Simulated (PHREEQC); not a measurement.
Dissolve 0.0027 mol/kgw LiOH and 1.1e-05 mol/kgw CO2 at 25 °C. Closed to the air; pH follows from the charge balance.

Model: ion-association model, wateq4f.dat, run in PHREEQC.

```json
[
 {"quantity": "pH", "before": "11.40", "after": "11.11"},
 {"quantity": "CO3-2 (mol/kgw)", "before": "1.03e-5", "after": "4.79e-6"}
]
```

Name the change that produced these shifts.
(A) LiOH left out
(B) diluted 2-fold with water
(C) LiOH replaced by LiBr at the same molality
(D) diluted 5-fold with water
(E) CO2 from 1.1e-05 to 5.5e-06 mol/kgw

B, diluted 2-fold with water

Precipitation was switched off in this run.
